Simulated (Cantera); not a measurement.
## Pyrogenic steam for wet oxidation

An isothermal, constant-pressure homogeneous reactor starts with H2 : O2 : N2 = 0.62 : 1 : 5.6 (molar parts), at 798 K and 105 Torr.

Cantera simulation using GRI-Mech 3.0 (53 species, 325 reactions); the numbers are that mechanism's predictions, not measurements. Radical loss at walls, strong at low pressure, is not modelled. Below about 950 K walls govern HO2 and H2O2 in real vessels. The temperature is held fixed by assumption; the heat of reaction is taken as removed at once.

```
t (s)       x H2   x O2    x NO2     x N2O      x OH
--------  ------  -----  -------  --------  --------
1.00e-5   0.0859  0.139   <1e-12    <1e-12    <1e-12
5.47e-5   0.0859  0.139   <1e-12    <1e-12    <1e-12
0.000299  0.0859  0.139   <1e-12    <1e-12    <1e-12
0.00164   0.0859  0.139   <1e-12    <1e-12    <1e-12
0.00894   0.0859  0.139   <1e-12    <1e-12    <1e-12
0.0489    0.0859  0.139   <1e-12    <1e-12    <1e-12
0.267     0.0859  0.139   <1e-12    <1e-12    <1e-12
1.46      0.0428  0.119  3.14e-9  4.45e-10  2.70e-10
8.00      0.0426  0.119  3.03e-9  4.50e-10  5.75e-10
```
x: mole fraction; the columns are a selection and need not sum to one.

Equilibrium at this temperature and pressure: H2 <1e-12, O2 0.0999, NO2 1.10e-7, N2O 5.57e-11, OH 1.06e-9 (gas phase only).
